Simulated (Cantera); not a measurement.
A freely propagating, adiabatic, planar premixed flame of 26.8 % H2, 13.4 % O2, 50.4 % N2, 9.38 % H2O, unburnt at 500 K and 113 Torr; mixture-averaged transport, grid criteria slope 0.08 and curve 0.16, no radiation.

Computed with Cantera and the H2/O2 subset of GRI-Mech 3.0, which has no nitrogen chemistry. Burning velocities carry a grid error of a few per cent, more on coarse grids.

x: mole fraction of selected species; z is measured from the peak of heat release.

```csv
z (mm),T (K),u (m/s),x H2,x O2,x H2O,x O,x H2O2,x H
-14.9,500,3.99,0.268,0.134,0.0938,<1e-8,<1e-8,<1e-8
-9.94,500,3.99,0.268,0.134,0.0938,<1e-8,<1e-8,<1e-8
-7.45,500,3.99,0.268,0.134,0.0938,<1e-8,<1e-8,<1e-8
-4.97,500,3.99,0.268,0.134,0.0938,<1e-8,<1e-8,<1e-8
-2.48,503,4.01,0.267,0.134,0.0941,1.28e-6,(withheld),2.55e-5
-1.24,632,4.96,0.246,0.131,0.106,9.31e-5,(withheld),0.00324
0,1041,7.91,0.148,0.0985,0.184,0.00388,(withheld),0.0367
1.24,1329,9.98,0.0582,0.0435,0.283,0.00983,(withheld),0.0627
2.48,1455,10.8,0.0471,0.0329,0.303,0.0103,(withheld),0.0576
4.97,1588,11.7,0.0469,0.0290,0.313,0.00947,(withheld),0.0458
9.94,1729,12.6,0.0455,0.0253,0.324,0.00792,(withheld),0.0338
19.9,1868,13.5,0.0419,0.0213,0.337,0.00603,(withheld),0.0232
39.8,1996,14.3,0.0365,0.0174,0.351,0.00417,(withheld),0.0148
```

**Question.** What belongs in the gaps?

**Answer.** 
- -2.48, x H2O2: 8.87e-7
- -1.24, x H2O2: 7.65e-6
- 0, x H2O2: 8.88e-7
- 1.24, x H2O2: 1.31e-6
- 2.48, x H2O2: 1.05e-6
- 4.97, x H2O2: 6.26e-7
- 9.94, x H2O2: 3.24e-7
- 19.9, x H2O2: 1.71e-7
- 39.8, x H2O2: 1.00e-7
